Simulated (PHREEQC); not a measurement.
## Nickel, zinc or cadmium bath: an equilibrium model

Consider water at 20 °C with 53 mmol/kgw CdSO4, 0.44 mmol/kgw KCl and 45 mmol/kgw FeSO4. Closed to the air; pH follows from the charge balance.

Equilibrium calculation in PHREEQC: ion-association model, phreeqc.dat.

Each row changes one thing in this solution. No solid was allowed to form.

```json
[
 {"case": "as made", "pH": "5.95", "ionic strength (mol/kgw)": "0.199", "SO4-2 (mol/kgw)": "0.0402", "Cl- (mol/kgw)": "0.000271", "KSO4- (mol/kgw)": "2.99e-5", "HSO4- (mol/kgw)": "1.54e-6", "SI of Sylvite (KCl)": "-8.12"},
 {"case": "FeSO4 replaced by Fe2(SO4)3 at the same molality", "pH": "2.58", "ionic strength (mol/kgw)": "0.239", "SO4-2 (mol/kgw)": "0.0457", "Cl- (mol/kgw)": "0.000277", "KSO4- (mol/kgw)": "3.15e-5", "HSO4- (mol/kgw)": "0.00392", "SI of Sylvite (KCl)": "-8.13"},
 {"case": "temperature from 20 to 65 °C", "pH": "5.49", "ionic strength (mol/kgw)": "0.178", "SO4-2 (mol/kgw)": "0.0368", "Cl- (mol/kgw)": "0.000262", "KSO4- (mol/kgw)": "(withheld)", "HSO4- (mol/kgw)": "1.18e-5", "SI of Sylvite (KCl)": "-8.37"},
 {"case": "FeSO4 replaced by ZnSO4 at the same molality", "pH": "5.74", "ionic strength (mol/kgw)": "0.191", "SO4-2 (mol/kgw)": "0.0348", "Cl- (mol/kgw)": "0.000260", "KSO4- (mol/kgw)": "(withheld)", "HSO4- (mol/kgw)": "2.22e-6", "SI of Sylvite (KCl)": "-8.13"},
 {"case": "FeSO4 from 0.045 to 0.0495 mol/kgw", "pH": "5.95", "ionic strength (mol/kgw)": "0.208", "SO4-2 (mol/kgw)": "0.0420", "Cl- (mol/kgw)": "0.000274", "KSO4- (mol/kgw)": "3.06e-5", "HSO4- (mol/kgw)": "1.62e-6", "SI of Sylvite (KCl)": "-8.12"},
 {"case": "CdSO4 replaced by Fe2(SO4)3 at the same molality", "pH": "2.63", "ionic strength (mol/kgw)": "0.267", "SO4-2 (mol/kgw)": "0.0611", "Cl- (mol/kgw)": "0.000427", "KSO4- (mol/kgw)": "3.95e-5", "HSO4- (mol/kgw)": "0.00449", "SI of Sylvite (KCl)": "-7.96"}
]
```

**Question.** Some entries are withheld; supply them.

**Answer.** 
- temperature from 20 to 65 °C, KSO4- (mol/kgw): 4.99e-5
- FeSO4 replaced by ZnSO4 at the same molality, KSO4- (mol/kgw): 2.65e-5

Complexes and solids missing from the database can't appear. Some of these states are supersaturated (in Jarosite-K, Hematite (slow to form), for instance). Away from 25 °C the constants follow the database's enthalpies or fits; those with neither stay at their 25 °C values.
